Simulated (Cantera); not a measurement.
A Cantera script and what it prints.

```python
import numpy as np
import cantera as ct

gas_names = """
    CL CLO CL2 H HCL HOCL HO2 H2 H2O H2O2 Mg MgCL MgCL2 MgH MgO MgOH MgO2H2 Mg2 O OH O2 O3
""".split()
cond_names = """
    H2O(s) H2O(L) Mg(cr) Mg(L) MgCL2(s) MgCL2(L) MgO(s) MgO(L) MgO2H2(s)
""".split()


# ... load() reads the species with a 1 bar reference pressure and builds the phases ...
atoms = {
    'MgCl2': {'Mg': 1, 'CL': 2},
    'HCl': {'H': 1, 'CL': 1},
    'H2': {'H': 2},
    'O2': {'O': 2},
}
top_T = {}  # K; cautious upper limits of use, not melting points


# ... equilibrate(T, P, feed) seeds the gas with the atoms and calls Mixture.equilibrate('TP', solver="vcs", rtol=1e-11, max_steps=5000) ...
results = []
T = 1573  # K
P = 28  # Pa
for m in [0.13, 0.16, 0.2, 0.24, 0.3, 0.37, 0.45, 0.55, 0.68]:
    feed = {'MgCl2': 1, 'HCl': 0.41, 'H2': 0.14, 'O2': m}  # mol
    mix = equilibrate(T, P, feed)
    results.append((T, P, feed, dict(zip(mix.species_names, mix.species_moles))))

top = {s: max(r[3][s] / sum(r[3][g] for g in gas_names) for r in results) for s in gas_names}
cols = sorted((s for s in top if top[s] > 0.001), key=lambda s: -top[s])[:9]
seen = [c for c in cond_names if any(r[3].get(c, 0) > 1e-12 for r in results)]
print("log10 of partial pressures in bar; condensed amounts in mol")
print(f"{'n(O2)':>10s}" + "".join(f"{s[:9]:>10s}" for s in cols + seen))
for T, P, feed, n in results:
    ng = sum(n[g] for g in gas_names)
    print(f"{feed['O2']:10.4g}" + "".join(f"{np.log10(max(n[s] / ng * P / 1e5, 1e-99)):10.3f}" for s in cols)
          + "".join(f"{n.get(c, 0):10.4g}" for c in seen))
```

Output:

```
log10 of partial pressures in bar; condensed amounts in mol
     n(O2)     MgCL2       HCL        CL        O2       H2O       CL2    MgO(s)
      0.13    -3.900    -3.944    -4.410    -6.567    -6.012    -6.761    0.2509
      0.16    -3.943    -3.958    -4.274    -5.935    -5.998    -6.488    0.2993
       0.2    -3.990    -3.974    -4.177    -5.455    -5.984    -6.295    0.3483
      0.24    -4.028    -3.988    -4.125    -5.170    -5.974    -6.191    0.3837
       0.3    -4.074    -4.007    -4.082    -4.906    -5.965    -6.104    0.4217
      0.37    -4.117    -4.026    -4.055    -4.712    -5.961    -6.051    0.4537
      0.45    -4.160    -4.047    -4.039    -4.563    -5.959    -6.019    0.4812
      0.55    -4.205    -4.070    -4.029    -4.433    -5.960    -5.999     0.508
      0.68    -4.258    -4.098    -4.026    -4.315    -5.964    -5.992    0.5353
```

Cantera equilibrium calculation (NASA polynomials, part measured and part estimated; ideal gas, pure solids and liquids).
